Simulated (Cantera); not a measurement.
Ignition delay

Mixture: CO : H2 : O2 : N2 = 1 : 1.3 : 1.77 : 6.37 (molar parts), equivalence ratio 0.65, at 12.8 atm, adiabatic and at constant volume. Ignition delay is the time to a rise of 400 K.

Cantera simulation using GRI-Mech 3.0 (53 species, 325 reactions); the numbers are that mechanism's predictions, not measurements. The hydrogen kinetics of GRI-Mech 3.0 are dated; newer H2 mechanisms differ, most at raised pressure. The pressure lies above the range GRI-Mech 3.0 was tuned for (to about 10 atm).

| T0 (K) | delay (ms) |
|---|---|
| 1325 | 0.00433 |
| 1400 | 0.00236 |
| 1475 | 0.00159 |
| 1550 | 0.00119 |
| 1625 | 0.000946 |

```json
{
  "apparent activation energy between 1475 and 1625 K": "69 kJ/mol"
}
```
